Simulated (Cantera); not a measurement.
A Cantera script and what it prints.

```python
import numpy as np
import cantera as ct

gas_names = """
    C CN CO CO2 C2 CCN CNC C2N2 C2O C3 C3O2 C4 C4N2 C5 Fe FeC5O5 FeO N NCO NO NO2 NO3 N2 N2O O O2 O3
""".split()
cond_names = """
    C(gr) Fe(a) Fe(c) Fe(d) Fe(L) FeC5O5(L) FeO(s) FeO(L) Fe2O3(s) Fe3O4(s)
""".split()


# ... load() reads the species with a 1 bar reference pressure and builds the phases ...
atoms = {
    'Fe(CO)5': {'Fe': 1, 'C': 5, 'O': 5},
    'CO': {'C': 1, 'O': 1},
    'N2': {'N': 2},
}
top_T = {'C(gr)': 4500, 'Fe2O3(s)': 1830, 'Fe3O4(s)': 1870}  # K; cautious upper limits of use, not melting points


# ... equilibrate(T, P, feed) seeds the gas with the atoms and calls Mixture.equilibrate('TP', solver="vcs", rtol=1e-11, max_steps=5000) ...
results = []
T = 1523  # K
P = 77000  # Pa
for m in [0.61, 1.1, 2.1, 3.9, 7.2, 13, 25, 45, 84]:
    feed = {'Fe(CO)5': 1, 'CO': 0.21, 'N2': m}  # mol
    mix = equilibrate(T, P, feed)
    results.append((T, P, feed, dict(zip(mix.species_names, mix.species_moles))))

top = {s: max(r[3][s] / sum(r[3][g] for g in gas_names) for r in results) for s in gas_names}
cols = sorted((s for s in top if top[s] > 1e-05), key=lambda s: -top[s])[:9]
seen = [c for c in cond_names if any(r[3].get(c, 0) > 1e-12 for r in results)]
print("log10 of partial pressures in bar; condensed amounts in mol")
print(f"{'n(N2)':>10s}" + "".join(f"{s[:9]:>10s}" for s in cols + seen))
for T, P, feed, n in results:
    ng = sum(n[g] for g in gas_names)
    print(f"{feed['N2']:10.4g}" + "".join(f"{np.log10(max(n[s] / ng * P / 1e5, 1e-99)):10.3f}" for s in cols)
          + "".join(f"{n.get(c, 0):10.4g}" for c in seen))
```

Result:

```
log10 of partial pressures in bar; condensed amounts in mol
     n(N2)        N2        CO       CO2     C(gr)     Fe(c)
      0.61    -1.093    -0.162    -3.588  0.001949         1
       1.1    -0.872    -0.197    -3.659  0.001798         1
       2.1    -0.655    -0.261    -3.786  0.001552         1
       3.9    -0.482    -0.356    -3.978  0.001246         1
       7.2    -0.350    -0.491    -4.246 0.0009146         1
        13    -0.260    -0.657    -4.579 0.0006233         1
        25    -0.196    -0.877    -5.019 0.0003756         1
        45    -0.161    -1.097    -5.460 0.0002257         1
        84    -0.140    -1.347    -5.959 0.0001264         1
```

Equilibrium computed with Cantera from the NASA thermochemical tables; the gas is ideal and each condensed phase is pure. Iron dissolves carbon and melts from about 1420 K in contact with it, which pure phases cannot show. Condensed phases not in the tables: cementite and carbon dissolved in iron.
